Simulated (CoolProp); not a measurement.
Vapour-liquid equilibrium of dimethyl carbonate (1) + n-octane (2) at 1.19 MPa; x and y are mole fractions of (1).

Computed with CoolProp (multi-fluid Helmholtz-energy mixture model, Zhou 2011 and Beckmüller 2019; pair parameters Bell 2016).

| x | bubble temperature, mixture model (°C) | bubble temperature, Raoult's law (°C) | y, mixture model | y, Raoult's law |
|---|---|---|---|---|
| 0.05 | 236.9 | 240.8 | 0.125 | 0.110 |
| 0.15 | 223.4 | 233.3 | 0.329 | 0.294 |
| 0.25 | 213.6 | 226.7 | 0.470 | 0.442 |
| 0.35 | 206.7 | 220.8 | 0.569 | 0.563 |
| 0.45 | 201.8 | 215.4 | 0.642 | 0.663 |
| 0.55 | 198.3 | 210.6 | 0.701 | 0.747 |
| 0.65 | 195.8 | 206.1 | 0.753 | 0.818 |
| 0.75 | … | 202.0 | … | 0.880 |
| 0.85 | … | 198.3 | … | 0.933 |
| 0.95 | 192.7 | 194.8 | 0.947 | 0.979 |

Fill in the missing entries.


- 0.75, bubble temperature, mixture model (°C): 194.0
- 0.75, y, mixture model: 0.806
- 0.85, bubble temperature, mixture model (°C): 192.9
- 0.85, y, mixture model: 0.867

The largest gap from Raoult's law is -14.1 K in bubble temperature, at x = 0.35. y crosses x between x = 0.85 and 0.95: the model has an azeotrope there.

The pair parameters rest on a limited set of measurements; away from them the model extrapolates.
